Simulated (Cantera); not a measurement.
A perfectly stirred reactor is fed with CO : O₂ : H₂O : N₂ = 0.003 : 0.044 : 0.00067 : 1 (molar parts), at 5.00 bar; it is held at 1450 K, and followed from long to short residence time.

Detailed kinetics in Cantera: GRI-Mech 3.0 (53 species, 325 reactions).

```json
[
 {"quantity": "x(CO) at τ = 6.90 s", "before": "7.15e-6", "after": "1.05e-5"},
 {"quantity": "x(O₂) at τ = 6.90 s", "before": "0.0406", "after": "0.0397"},
 {"quantity": "x(H₂O) at τ = 6.90 s", "before": "0.000638", "after": "0.000638"},
 {"quantity": "x(NO) at τ = 6.90 s", "before": "2.22e-6", "after": "3.54e-6"},
 {"quantity": "x(NO₂) at τ = 6.90 s", "before": "4.17e-8", "after": "7.67e-8"},
 {"quantity": "x(CO) at τ = 94.0 ms", "before": "0.000167", "after": "0.000243"},
 {"quantity": "x(O₂) at τ = 94.0 ms", "before": "0.0407", "after": "0.0398"},
 {"quantity": "x(H₂O) at τ = 94.0 ms", "before": "0.000634", "after": "0.000633"},
 {"quantity": "x(NO) at τ = 94.0 ms", "before": "2.50e-6", "after": "4.21e-6"},
 {"quantity": "x(NO₂) at τ = 94.0 ms", "before": "1.05e-7", "after": "1.78e-7"}
]
```

Problem. Which change was made?
A) temperature 1450 to 1000 K
B) temperature 1450 to 950 K
C) CO 0.003 to 0.0049 parts
D) CO 0.003 to 0.0017 parts

Solution. C, CO 0.003 to 0.0049 parts
